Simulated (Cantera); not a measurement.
What does this Cantera script print?

```python
import numpy as np
import cantera as ct

gas_names = [...]  # 92 gases of nasa_gas.yaml made of C, H, N
cond_names = """
    C(gr) C6H6(L) C7H8(L) C8H18(L),n-octa
""".split()


# ... load() reads the species with a 1 bar reference pressure and builds the phases ...
atoms = {
    'C6H6': {'C': 6, 'H': 6},
    'H2': {'H': 2},
    'N2': {'N': 2},
}
top_T = {'C(gr)': 4500}  # K; cautious upper limits of use, not melting points


# ... equilibrate(T, P, feed) seeds the gas with the atoms and calls Mixture.equilibrate('TP', solver="vcs", rtol=1e-11, max_steps=5000) ...
results = []
feed = {'C6H6': 1, 'H2': 3.5, 'N2': 5.2}  # mol
P = 42000  # Pa
for T in [2250, 2325, 2400, 2475, 2550, 2625, 2700, 2775, 2850, 2925]:
    mix = equilibrate(T, P, feed)
    results.append((T, P, feed, dict(zip(mix.species_names, mix.species_moles))))

top = {s: max(r[3][s] / sum(r[3][g] for g in gas_names) for r in results) for s in gas_names}
cols = sorted((s for s in top if top[s] > 0.001), key=lambda s: -top[s])[:6]
seen = [c for c in cond_names if any(r[3].get(c, 0) > 1e-12 for r in results)]
print("log10 of partial pressures in bar; condensed amounts in mol")
print(f"{'T/K':>10s}" + "".join(f"{s[:9]:>10s}" for s in cols + seen))
for T, P, feed, n in results:
    ng = sum(n[g] for g in gas_names)
    print(f"{T:10.4g}" + "".join(f"{np.log10(max(n[s] / ng * P / 1e5, 1e-99)):10.3f}" for s in cols)
          + "".join(f"{n.get(c, 0):10.4g}" for c in seen))
```

Result:

```
log10 of partial pressures in bar; condensed amounts in mol
       T/K        H2        N2         H       HCN C2H2,acet       HNC     C(gr)
      2250    -0.646    -0.740    -2.452    -2.145    -3.121    -3.216     5.739
      2325    -0.651    -0.743    -2.284    -2.052    -2.962    -3.077     5.665
      2400    -0.658    -0.747    -2.127    -1.965    -2.814    -2.949     5.576
      2475    -0.666    -0.752    -1.981    -1.886    -2.678    -2.830      5.47
      2550    -0.676    -0.757    -1.844    -1.814    -2.553    -2.721     5.346
      2625    -0.689    -0.764    -1.717    -1.747    -2.438    -2.619     5.202
      2700    -0.705    -0.772    -1.598    -1.688    -2.333    -2.527     5.039
      2775    -0.725    -0.781    -1.488    -1.634    -2.238    -2.442     4.854
      2850    -0.748    -0.791    -1.386    -1.587    -2.153    -2.365     4.647
      2925    -0.776    -0.802    -1.292    -1.546    -2.079    -2.296     4.415
```

These are equilibrium values from Cantera (NASA tables, ideal gas, pure condensed phases), not measurements of a reactor.
